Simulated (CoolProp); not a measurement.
Saturation properties of ethanol.

The numbers come from the reference Helmholtz-energy equation of state, Schroeder 2014 in CoolProp.

| T (K) | p (MPa) | enthalpy of vaporisation (kJ/kg) | vapour Z | vapour viscosity (µPa s) |
|---|---|---|---|---|
| 302.5 | 0.01009 | 915.9 | 0.9933 | 8.91 |
| 315.9 | 0.02058 | 900.2 | (withheld) | 9.31 |
| 329.3 | 0.03925 | 882.9 | 0.9828 | 9.72 |
| 342.7 | (withheld) | 863.6 | 0.9745 | 10.1 |
| 356 | 0.1204 | 842.2 | 0.9636 | 10.5 |
| 369.4 | 0.1968 | 818.2 | 0.9497 | 10.9 |
| 382.8 | 0.3091 | 791.2 | (withheld) | 11.3 |
| 396.1 | 0.4669 | 761.1 | 0.9123 | 11.7 |
| 409.5 | 0.6851 | 727.2 | 0.8880 | 12.1 |
| 422.9 | 0.9763 | 689.4 | 0.8597 | 12.5 |
| 436.3 | 1.355 | 647.4 | 0.8270 | 13.0 |
| 449.6 | 1.834 | 601.3 | 0.7895 | 13.5 |

Fill in the missing entries.


- 315.9, vapour Z: 0.9890
- 342.7, p (MPa): 0.07065
- 382.8, vapour Z: 0.9327

It boils at 351.6 K under 1 atm.

Viscosity comes from a separate model (Kiselev 2005).
